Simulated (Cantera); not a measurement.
Source: NASA polynomial tables (part measured, part estimated), evaluated in Cantera. Values are per mole of reaction as written; species without (g) are pure solids or liquids, kept so even where they would boil at 1 bar.

Question: Between 475 and 925 K, where is each reaction favourable under standard conditions?
- N2(g) → 2 N(g)
- S2(g) → 2 S

Answer: 
- N2(g) → 2 N(g): ΔG° is 890 kJ at 475 K and 834 kJ at 925 K; it stays positive (K < 1). ΔH° is 952 kJ and ΔS° 128 J/K at 925 K.
- S2(g) → 2 S: ΔG° is -52 kJ at 475 K and 5 kJ at 925 K; it changes sign between 875 and 925 K. ΔH° is -105 kJ and ΔS° -119 J/K at 925 K.
